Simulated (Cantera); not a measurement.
A Cantera script and what it prints.

```python
import numpy as np
import cantera as ct

gas_names = """
    NO N2
""".split()
cond_names = """
    Zr(a) Zr(b) Zr(L) ZrO2(a) ZrO2(b) ZrO2(L)
""".split()


# ... load() reads the species with a 1 bar reference pressure and builds the phases ...
species = {s.name: s for s in load("nasa_gas.yaml", gas_names) + load("nasa_condensed.yaml", cond_names)}
# Each term lists the table entries of one substance; the one whose range holds T is used.
reactions = {
    'Zr + 2 NO(g) = N2(g) + ZrO2':
        [(-1, ['Zr(a)', 'Zr(b)', 'Zr(L)']), (-2, ['NO']), (1, ['N2']), (1, ['ZrO2(a)', 'ZrO2(b)', 'ZrO2(L)'])],
}


def pick(names, T):
    return next(species[n] for n in names if species[n].thermo.min_temp <= T <= species[n].thermo.max_temp)


results = []
for label, terms in reactions.items():
    print(label)
    print("     T/K   dH/kJ  dS/(J/K)   dG/kJ   log10 K")
    for T in [300, 2700, 2750, 2800, 2850, 2900, 2950, 3000]:
        used = [(nu, pick(names, T)) for nu, names in terms]
        dH = sum(nu * s.thermo.h(T) for nu, s in used) / 1e6
        dS = sum(nu * s.thermo.s(T) for nu, s in used) / 1e3
        dG = dH - T * dS / 1e3
        logK = -dG * 1e6 / (ct.gas_constant * T * np.log(10))
        results.append((label, T, dH, dS, dG, logK, [s.name for _, s in used]))
        print(f"{T:8g} {dH:8.1f} {dS:8.1f} {dG:8.1f} {logK:8.2f}")
```

Output:

```
Zr + 2 NO(g) = N2(g) + ZrO2
     T/K   dH/kJ  dS/(J/K)   dG/kJ   log10 K
     300  -1280.0   -218.4  -1214.5   211.46
    2700  -1286.6   -212.2   -713.7    13.81
    2750  -1286.9   -212.3   -703.0    13.35
    2800  -1287.1   -212.4   -692.4    12.92
    2850  -1287.4   -212.5   -681.8    12.50
    2900  -1287.7   -212.6   -671.2    12.09
    2950  -1287.9   -212.7   -660.5    11.70
    3000  -1200.5   -183.0   -651.4    11.34
```

Source: NASA polynomial tables (part measured, part estimated), evaluated in Cantera. Condensed species are held in their standard states even where they would react or evaporate.
